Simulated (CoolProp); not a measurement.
Vapour-liquid equilibrium of CH2F2 (R32) (1) + R227EA (2) at 1.32 MPa; x and y are mole fractions of (1).

Computed with CoolProp (multi-fluid Helmholtz-energy mixture model, Tillner-Roth 1997 and Lemmon 2016; pair parameters Bell 2016).

```tsv
x	bubble temperature, mixture model (K)	bubble temperature, Raoult's law (K)	y, mixture model	y, Raoult's law
0.05	334.0	333.3	0.108	0.150
0.15	326.1	325.4	0.302	0.376
0.25	318.9	318.7	0.463	0.536
0.35	312.6	313.0	0.589	0.655
0.45	307.3	308.1	0.687	0.746
0.55	302.8	303.8	0.763	0.816
0.65	299.1	299.9	0.826	0.873
0.75	295.8	296.5	0.880	0.918
0.85	293.0	293.4	0.928	0.955
0.95	290.4	290.5	0.976	0.986
```

The largest gap from Raoult's law is -1.0 K in bubble temperature, at x = 0.55. No azeotrope shows between x = 0.05 and 0.95.

Pair parameters are fitted to limited data, so mixtures are less certain than the pure fluids. The gap from Raoult's law changes sign with composition, which may be real or a fault of the pair parameters; it wasn't checked against measurements.
